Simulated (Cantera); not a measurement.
Feed: 1 mol SiH₂Cl₂, 2 mol O₂, 12 mol N₂, at 280 Pa.

Equilibrium computed with Cantera from the NASA thermochemical tables; the gas is ideal and each condensed phase is pure. Candidate condensed phases: H₂O, NH₄Cl, Si, SiO₂, Si₂N₂O, Si₃N₄; 47 gas species. The tables hold silica as quartz up to 1696 K and as liquid above; real silica turns to tridymite and cristobalite and melts near 1996 K. Equilibrium is a limit: real reactors are often held back by kinetics, nucleation or transport.

log p: log10 of the partial pressure in bar; n: condensed amount in mol.

```json
[
 {"T (K)": "673", "log p N₂": "-2.64", "log p HCl": "-3.66", "log p O₂": "-3.82", "log p H₂O": "-4.10", "log p Cl₂": "-4.10", "log p Cl": "?", "log p NO": "-9.67", "n SiO₂(α-quartz)": "1.00", "n SiO₂(β-quartz)": "0"},
 {"T (K)": "748", "log p N₂": "-2.65", "log p HCl": "-3.58", "log p O₂": "-3.80", "log p H₂O": "-4.25", "log p Cl₂": "-4.25", "log p Cl": "?", "log p NO": "-8.94", "n SiO₂(α-quartz)": "1.00", "n SiO₂(β-quartz)": "0"},
 {"T (K)": "823", "log p N₂": "-2.65", "log p HCl": "-3.53", "log p O₂": "-3.78", "log p H₂O": "-4.38", "log p Cl₂": "-4.38", "log p Cl": "?", "log p NO": "-8.35", "n SiO₂(α-quartz)": "1.00", "n SiO₂(β-quartz)": "0"},
 {"T (K)": "898", "log p N₂": "-2.65", "log p HCl": "-3.50", "log p O₂": "-3.76", "log p H₂O": "-4.50", "log p Cl₂": "-4.51", "log p Cl": "?", "log p NO": "-7.86", "n SiO₂(α-quartz)": "0", "n SiO₂(β-quartz)": "1.00"},
 {"T (K)": "973", "log p N₂": "-2.65", "log p HCl": "-3.49", "log p O₂": "-3.76", "log p H₂O": "-4.61", "log p Cl₂": "-4.62", "log p Cl": "?", "log p NO": "-7.45", "n SiO₂(α-quartz)": "0", "n SiO₂(β-quartz)": "1.00"},
 {"T (K)": "1048", "log p N₂": "-2.65", "log p HCl": "-3.48", "log p O₂": "-3.75", "log p H₂O": "-4.70", "log p Cl₂": "-4.74", "log p Cl": "?", "log p NO": "-7.10", "n SiO₂(α-quartz)": "0", "n SiO₂(β-quartz)": "1.00"},
 {"T (K)": "1123", "log p N₂": "-2.65", "log p HCl": "-3.47", "log p O₂": "-3.75", "log p H₂O": "-4.76", "log p Cl₂": "-4.86", "log p Cl": "?", "log p NO": "-6.79", "n SiO₂(α-quartz)": "0", "n SiO₂(β-quartz)": "1.00"},
 {"T (K)": "1198", "log p N₂": "-2.65", "log p HCl": "-3.47", "log p O₂": "-3.75", "log p H₂O": "-4.78", "log p Cl₂": "-5.02", "log p Cl": "?", "log p NO": "-6.52", "n SiO₂(α-quartz)": "0", "n SiO₂(β-quartz)": "1.00"}
]
```

Problem. What belongs in the gaps?

Solution. 
- 673, log p Cl: -8.60
- 748, log p Cl: -7.71
- 823, log p Cl: -6.99
- 898, log p Cl: -6.40
- 973, log p Cl: -5.90
- 1048, log p Cl: -5.48
- 1123, log p Cl: -5.13
- 1198, log p Cl: -4.84
